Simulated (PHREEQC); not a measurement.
A column of 0.5 m (30 cells, dispersivity 0.018 m, 300 s a shift, diffusion coefficient 3e-10 m²/s) holds 0.0091 eq of the database's cation exchanger X per kg of pore water, first in equilibrium with 0.0013 mol NaCl, 0.0016 mol LiCl and 1e-05 mol HCl per kg of water. It is flushed with 0.019 mol NaCl, 0.0008 mol KCl and 1e-05 mol HCl per kg of water, at 25 °C. Values are for the last cell. The system is closed to CO2. Nothing may precipitate in this run.

Base run: PHREEQC, ion-association model, phreeqc.dat. Each further column changes one thing. The table gives Li in solution (mol/kgw).

```json
[
 {"pore volumes": "0", "base": "0.00160", "exchange capacity from 0.0091 to 0.0046 eq/kgw": "0.00160", "dispersivity from 0.018 to 0.036 m": "0.00160"},
 {"pore volumes": "0.2167", "base": "0.00160", "exchange capacity from 0.0091 to 0.0046 eq/kgw": "0.00160", "dispersivity from 0.018 to 0.036 m": "0.00160"},
 {"pore volumes": "0.5167", "base": "0.00168", "exchange capacity from 0.0091 to 0.0046 eq/kgw": "0.00168", "dispersivity from 0.018 to 0.036 m": "0.00207"},
 {"pore volumes": "0.7167", "base": "0.00283", "exchange capacity from 0.0091 to 0.0046 eq/kgw": "0.00279", "dispersivity from 0.018 to 0.036 m": "0.00373"},
 {"pore volumes": "0.9167", "base": "0.00534", "exchange capacity from 0.0091 to 0.0046 eq/kgw": "0.00430", "dispersivity from 0.018 to 0.036 m": "0.00516"},
 {"pore volumes": "1.217", "base": "0.00580", "exchange capacity from 0.0091 to 0.0046 eq/kgw": "0.00286", "dispersivity from 0.018 to 0.036 m": "0.00454"},
 {"pore volumes": "1.417", "base": "0.00403", "exchange capacity from 0.0091 to 0.0046 eq/kgw": "0.00151", "dispersivity from 0.018 to 0.036 m": "0.00336"},
 {"pore volumes": "1.617", "base": "0.00237", "exchange capacity from 0.0091 to 0.0046 eq/kgw": "0.000695", "dispersivity from 0.018 to 0.036 m": "0.00230"},
 {"pore volumes": "1.817", "base": "0.00126", "exchange capacity from 0.0091 to 0.0046 eq/kgw": "0.000293", "dispersivity from 0.018 to 0.036 m": "0.00150"},
 {"pore volumes": "2.117", "base": "0.000437", "exchange capacity from 0.0091 to 0.0046 eq/kgw": "7.23e-5", "dispersivity from 0.018 to 0.036 m": "0.000746"},
 {"pore volumes": "2.317", "base": "0.000204", "exchange capacity from 0.0091 to 0.0046 eq/kgw": "2.71e-5", "dispersivity from 0.018 to 0.036 m": "0.000458"},
 {"pore volumes": "2.517", "base": "9.17e-5", "exchange capacity from 0.0091 to 0.0046 eq/kgw": "9.90e-6", "dispersivity from 0.018 to 0.036 m": "0.000278"},
 {"pore volumes": "2.817", "base": "2.64e-5", "exchange capacity from 0.0091 to 0.0046 eq/kgw": "2.11e-6", "dispersivity from 0.018 to 0.036 m": "0.000129"},
 {"pore volumes": "3.017", "base": "1.12e-5", "exchange capacity from 0.0091 to 0.0046 eq/kgw": "7.41e-7", "dispersivity from 0.018 to 0.036 m": "7.70e-5"}
]
```
